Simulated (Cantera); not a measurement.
Cantera run:

```python
import numpy as np
import cantera as ct

gas_names = """
    B BH BH2 BH3 BO BO2 B2 B2O B2O2 B2O3 B3O3H3 H HBO HBO2 HO2 H2 H2O H2O2 H3B3O6 O OH O2 O3
""".split()
cond_names = """
    B(b) B(L) B2O3(L) B3O3H3(cr) H2O(s) H2O(L)
""".split()


# ... load() reads the species with a 1 bar reference pressure and builds the phases ...
atoms = {
    'B': {'B': 1},
    'H2O': {'H': 2, 'O': 1},
    'H2': {'H': 2},
}
top_T = {}  # K; cautious upper limits of use, not melting points


# ... equilibrate(T, P, feed) seeds the gas with the atoms and calls Mixture.equilibrate('TP', solver="vcs", rtol=1e-11, max_steps=5000) ...
results = []
T = 2473  # K
P = 1333.22  # Pa
for m in [0.36, 0.52, 0.75, 1.1, 1.5, 2.2, 3.2, 4.5, 6.5, 9.3, 13, 19]:
    feed = {'B': 1, 'H2O': m, 'H2': 120}  # mol
    mix = equilibrate(T, P, feed)
    results.append((T, P, feed, dict(zip(mix.species_names, mix.species_moles))))
    x = sorted(zip(gas.X, gas.species_names), reverse=True)
    print(f"T = {T:g} K  P = {P:g} Pa  n(H2O) = {m:g} mol  gas = {mix.phase_moles(0):.4g} mol")
    print("   x: " + "  ".join(f"{s} {v:.3e}" for v, s in x if v > 1e-06))
    print("   condensed (mol): " + ("  ".join(f"{mix.phase(i).name} {mix.phase_moles(i):.4g}"
          for i in range(1, mix.n_phases) if mix.phase_moles(i) > 1e-12) or "none"))
```

Output:

```
T = 2473 K  P = 1333.22 Pa  n(H2O) = 0.36 mol  gas = 132.6 mol
   x: H2 8.179e-01  H 1.746e-01  B 2.892e-03  BO 1.815e-03  BH2 1.724e-03  HBO 8.609e-04  BH 1.692e-04  B2O 3.501e-05  BH3 4.124e-06  B2O2 1.397e-06
   condensed (mol): none
T = 2473 K  P = 1333.22 Pa  n(H2O) = 0.52 mol  gas = 132.9 mol
   x: H2 8.179e-01  H 1.746e-01  BO 2.625e-03  B 2.159e-03  BH2 1.287e-03  HBO 1.245e-03  BH 1.263e-04  B2O 3.779e-05  BH3 3.078e-06  B2O2 2.921e-06
   condensed (mol): none
T = 2473 K  P = 1333.22 Pa  n(H2O) = 0.75 mol  gas = 133.2 mol
   x: H2 8.179e-01  H 1.746e-01  BO 3.792e-03  HBO 1.799e-03  B 1.117e-03  BH2 6.661e-04  BH 6.536e-05  B2O 2.825e-05  B2O2 6.096e-06  BH3 1.593e-06
   condensed (mol): none
T = 2473 K  P = 1333.22 Pa  n(H2O) = 1.1 mol  gas = 133.6 mol
   x: H2 8.173e-01  H 1.746e-01  BO 4.996e-03  HBO 2.369e-03  H2O 6.278e-04  HBO2 8.693e-05  OH 2.693e-05  B2O2 1.058e-05  BO2 4.484e-06  O 3.803e-06  B2O3 2.316e-06  B 2.238e-06  BH2 1.333e-06
   condensed (mol): none
T = 2473 K  P = 1333.22 Pa  n(H2O) = 1.5 mol  gas = 134 mol
   x: H2 8.149e-01  H 1.743e-01  BO 4.742e-03  H2O 3.134e-03  HBO 2.245e-03  HBO2 4.125e-04  OH 1.346e-04  BO2 2.131e-05  O 1.904e-05  B2O3 1.045e-05  B2O2 9.534e-06
   condensed (mol): none
T = 2473 K  P = 1333.22 Pa  n(H2O) = 2.2 mol  gas = 134.7 mol
   x: H2 8.108e-01  H 1.739e-01  H2O 7.552e-03  BO 4.348e-03  HBO 2.053e-03  HBO2 9.138e-04  OH 3.253e-04  BO2 4.732e-05  O 4.611e-05  B2O3 2.128e-05  B2O2 8.016e-06
   condensed (mol): none
T = 2473 K  P = 1333.22 Pa  n(H2O) = 3.2 mol  gas = 135.8 mol
   x: H2 8.048e-01  H 1.733e-01  H2O 1.390e-02  BO 3.879e-03  HBO 1.825e-03  HBO2 1.506e-03  OH 6.009e-04  O 8.549e-05  BO2 7.828e-05  B2O3 3.140e-05  B2O2 6.380e-06
   condensed (mol): none
T = 2473 K  P = 1333.22 Pa  n(H2O) = 4.5 mol  gas = 137.1 mol
   x: H2 7.971e-01  H 1.724e-01  H2O 2.216e-02  BO 3.394e-03  HBO2 2.111e-03  HBO 1.589e-03  OH 9.626e-04  O 1.376e-04  BO2 1.102e-04  B2O3 3.869e-05  B2O2 4.884e-06  O2 1.573e-06
   condensed (mol): none
T = 2473 K  P = 1333.22 Pa  n(H2O) = 6.5 mol  gas = 139.3 mol
   x: H2 7.852e-01  H 1.711e-01  H2O 3.477e-02  BO 2.836e-03  HBO2 2.788e-03  OH 1.522e-03  HBO 1.318e-03  O 2.192e-04  BO2 1.467e-04  B2O3 4.301e-05  O2 3.992e-06  B2O2 3.409e-06
   condensed (mol): none
T = 2473 K  P = 1333.22 Pa  n(H2O) = 9.3 mol  gas = 142.2 mol
   x: H2 7.690e-01  H 1.693e-01  H2O 5.206e-02  HBO2 3.411e-03  OH 2.303e-03  BO 2.293e-03  HBO 1.055e-03  O 3.352e-04  BO2 1.814e-04  B2O3 4.301e-05  O2 9.335e-06  B2O2 2.229e-06
   condensed (mol): none
T = 2473 K  P = 1333.22 Pa  n(H2O) = 13 mol  gas = 146.2 mol
   x: H2 7.482e-01  H 1.670e-01  H2O 7.409e-02  HBO2 3.904e-03  OH 3.322e-03  BO 1.819e-03  HBO 8.253e-04  O 4.902e-04  BO2 2.105e-04  B2O3 3.959e-05  O2 1.996e-05  B2O2 1.403e-06
   condensed (mol): none
T = 2473 K  P = 1333.22 Pa  n(H2O) = 19 mol  gas = 152.6 mol
   x: H2 7.166e-01  H 1.635e-01  H2O 1.076e-01  OH 4.931e-03  HBO2 4.300e-03  BO 1.350e-03  O 7.435e-04  HBO 5.993e-04  BO2 2.369e-04  O2 4.593e-05  B2O3 3.306e-05
   condensed (mol): none
```

These are equilibrium values from Cantera (NASA tables, ideal gas, pure condensed phases), not measurements of a reactor. The tables' values for BH2 are old estimates; treat these amounts as uncertain.
